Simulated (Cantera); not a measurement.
A Cantera script and its output.

```python
import numpy as np
import cantera as ct

surf = ct.Interface("ptcombust.yaml", "Pt_surf")
gas = surf.adjacent["gas"]
gas.TPX = 300, 11000, {'H2': 0.014, 'O2': 0.13, 'N2': 0.79}
jet = ct.ImpingingJet(gas=gas, width=0.091, surface=surf)
jet.inlet.mdot, jet.inlet.T, jet.inlet.X = 0.13, 300, {'H2': 0.014, 'O2': 0.13, 'N2': 0.79}
jet.set_refine_criteria(ratio=10, slope=0.2, curve=0.3)
show, cover = ['H2', 'O2', 'H2O', 'OH'], ["PT(S)", "H(S)", "O(S)", "OH(S)", "CO(S)", "C(S)"]

rows = []
print(f"{'Ts/K':>7s}" + "".join(f"{s:>11s}" for s in show + cover) + "   (gas at the wall, coverages)")
for i, Ts in enumerate([700, 750, 800, 850, 900]):
    jet.surface.T = Ts
    if i == 0:
        surf.TP = Ts, 11000
        surf.coverages = "PT(S):0.5, O(S):0.5"
        surf.advance_coverages(1.0)
        jet.set_initial_guess(products="inlet")
    jet.solve(loglevel=0, auto=(i == 0))
    rows.append([*(jet.X[gas.species_index(s), -1] for s in show), *surf[cover].coverages])
    print(f"{Ts:7g}" + "".join(f"{x:11.3e}" for x in rows[-1]))
```

Output:

```
   Ts/K         H2         O2        H2O         OH      PT(S)       H(S)       O(S)      OH(S)      CO(S)       C(S)   (gas at the wall, coverages)
    700  2.011e-03  1.253e-01  2.503e-02  1.198e-10  3.681e-02  1.548e-09  9.612e-01  1.959e-03  3.165e-30  2.386e-33
    750  1.517e-03  1.248e-01  2.582e-02  7.071e-10  5.258e-02  3.846e-09  9.457e-01  1.705e-03  9.277e-20  3.209e-29
    800  1.019e-03  1.244e-01  2.662e-02  3.084e-09  8.395e-02  1.153e-08  9.144e-01  1.614e-03  3.123e-21  5.331e-30
    850  6.997e-04  1.241e-01  2.709e-02  1.094e-08  1.292e-01  3.224e-08  8.693e-01  1.528e-03  9.473e-21  1.805e-28
    900  5.078e-04  1.239e-01  2.733e-02  3.428e-08  1.840e-01  7.809e-08  8.145e-01  1.414e-03  3.217e-23  7.698e-26
```

Model: Deutschmann's 1995 Pt surface mechanism with GRI-Mech 3.0 gas chemistry, integrated in Cantera. Catalytic surfaces can have several steady states; this one follows from the mechanism file's or the stated starting coverage.
